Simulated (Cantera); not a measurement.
An isothermal plug-flow reactor at 1000 K and 0.670 bar (inlet), inlet velocity 1.1 m/s, active area per volume 130 1/m; feed CH₄ : O₂ : N₂ = 0.0034 : 0.022 : 0.79 (molar parts), equivalence ratio 0.31.

Computed with Cantera and Deutschmann's 1995 Pt surface mechanism with GRI-Mech 3.0 gas chemistry. Catalytic surfaces can have several steady states; this one follows from the mechanism file's or the stated starting coverage. Mass transfer to the wall is taken as infinitely fast.

Predict: x(CH₄) at z = 0.004 m; x(O₂) at z = 0.004 m; x(H₂O) at z = 0.004 m; x(CO₂) at z = 0.004 m; x(CO) at z = 0.004 m; θ(free Pt) at the exit; θ(O*) at the exit.


```json
{
 "x(CH₄) at z = 0.004 m": "0.00384",
 "x(O₂) at z = 0.004 m": "0.0263",
 "x(H₂O) at z = 0.004 m": "0.000668",
 "x(CO₂) at z = 0.004 m": "0.000332",
 "x(CO) at z = 0.004 m": "2.50e-6",
 "θ(free Pt) at the exit": "0.297",
 "θ(O*) at the exit": "0.702"
}
```
